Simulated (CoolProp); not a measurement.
A simple Rankine cycle with 1,2-dichloroethane: condensing at 331.15 K, boiler at 0.218 MPa, turbine inlet 423.2 K, turbine efficiency 0.75, pump efficiency 0.8, no recuperator. Each further row changes one setting.

Computed with CoolProp (reference Helmholtz-energy equation of state, Thol 2015).

```json
[
 {"case": "as stated", "thermal efficiency (%)": "9.4", "net work (kJ/kg)": "39.4", "heat in (kJ/kg)": "418", "turbine exit temperature (K)": "377.0", "volume ratio over the turbine": "4.71"},
 {"case": "turbine inlet 443.2 K", "thermal efficiency (%)": "9.5", "net work (kJ/kg)": "41.5", "heat in (kJ/kg)": "438", "turbine exit temperature (K)": "396.2", "volume ratio over the turbine": "4.71"},
 {"case": "condensing temperature 323.15 K", "thermal efficiency (%)": "10.8", "net work (kJ/kg)": "46.2", "heat in (kJ/kg)": "429", "turbine exit temperature (K)": "369.1", "volume ratio over the turbine": "6.29"},
 {"case": "boiler pressure 0.153 MPa", "thermal efficiency (%)": "7.5", "net work (kJ/kg)": "31.6", "heat in (kJ/kg)": "419", "turbine exit temperature (K)": "387.0", "volume ratio over the turbine": "3.36"},
 {"case": "turbine efficiency 0.65", "thermal efficiency (%)": "8.2", "net work (kJ/kg)": "34.1", "heat in (kJ/kg)": "418", "turbine exit temperature (K)": "382.8", "volume ratio over the turbine": "4.79"}
]
```
